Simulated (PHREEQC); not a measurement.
A PHREEQC input (ion-association model, phreeqc.dat):

```
SOLUTION 1
  temp 10
  units mg/dL
  pH 6.32
  pe 8.7
  Na 3.42
  K 0.178
  Ca 7
  Mg 2.56
  Cl 16.1
  S(6) 3.19 as SO4
  Alkalinity 11.3 as HCO3
  Cu(2) 0.0312
  Cd 0.039
END
USE solution 1
EQUILIBRIUM_PHASES 1
  CO2(g) -3.4 10
END
```

It stops with these messages:

```
ERROR: Calculations terminating due to input errors.
```

The fault: a unit that the program doesn't know. The line should read `units mg/kgw` where the input has `units mg/dL`. With the mend the run ends at pH 7.38 and ionic strength 0.00102 mol/kgw.
